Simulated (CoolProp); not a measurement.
Aqueous potassium carbonate as a coolant, 23 % by mass, freezing at -11.0 °C, 1 atm.

Model: Melinder's fits for secondary coolants, in CoolProp.

```json
[
 {"T (°C)": "-7.4", "Prandtl number": "23.1", "conductivity (W/(m K))": "0.531", "viscosity (mPa s)": "3.90", "density (kg/m³)": "1232"},
 {"T (°C)": "-2.1", "Prandtl number": "19.3", "conductivity (W/(m K))": "0.540", "viscosity (mPa s)": "3.30", "density (kg/m³)": "1231"},
 {"T (°C)": "3.3", "Prandtl number": "16.4", "conductivity (W/(m K))": "0.548", "viscosity (mPa s)": "2.83", "density (kg/m³)": "1229"},
 {"T (°C)": "8.6", "Prandtl number": "14.1", "conductivity (W/(m K))": "0.557", "viscosity (mPa s)": "2.47", "density (kg/m³)": "1227"},
 {"T (°C)": "13.9", "Prandtl number": "12.3", "conductivity (W/(m K))": "0.566", "viscosity (mPa s)": "2.18", "density (kg/m³)": "1225"},
 {"T (°C)": "19.2", "Prandtl number": "10.8", "conductivity (W/(m K))": "0.575", "viscosity (mPa s)": "1.94", "density (kg/m³)": "1222"},
 {"T (°C)": "24.6", "Prandtl number": "9.52", "conductivity (W/(m K))": "0.584", "viscosity (mPa s)": "1.74", "density (kg/m³)": "1220"},
 {"T (°C)": "29.9", "Prandtl number": "8.48", "conductivity (W/(m K))": "0.593", "viscosity (mPa s)": "1.56", "density (kg/m³)": "1217"},
 {"T (°C)": "35.2", "Prandtl number": "7.57", "conductivity (W/(m K))": "0.602", "viscosity (mPa s)": "1.41", "density (kg/m³)": "1214"}
]
```
